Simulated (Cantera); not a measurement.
Input: 1 mol Si, a varied amount of NF3, equilibrated at 525 K and 1.20 mbar.

These are equilibrium values from Cantera (NASA tables, ideal gas, pure condensed phases), not measurements of a reactor. Candidate condensed phases: Si, Si3N4; 16 gas species. Rates play no part.

Q: What share of the Si ends up in condensed phases as a function of n(NF3) (mol), at 0.51, 0.58, 0.66, 0.75, 0.86, 0.97, 1.1, 1.3, 1.4, 1.6, 1.9, 2.1?

A: 
| n(NF3) (mol) | Si condensed (%) | as |
|---|---|---|
| 0.51 | 61.7 | Si(s) + Si3N4(s) |
| 0.58 | 56.5 | Si(s) + Si3N4(s) |
| 0.66 | 50.5 | Si(s) + Si3N4(s) |
| 0.75 | 43.7 | Si3N4(s) |
| 0.86 | 35.5 | Si3N4(s) |
| 0.97 | 27.2 | Si3N4(s) |
| 1.1 | 17.5 | Si3N4(s) |
| 1.3 | 2.5 | Si3N4(s) |
| 1.4 | 0.0 | - |
| 1.6 | 0.0 | - |
| 1.9 | 0.0 | - |
| 2.1 | 0.0 | - |
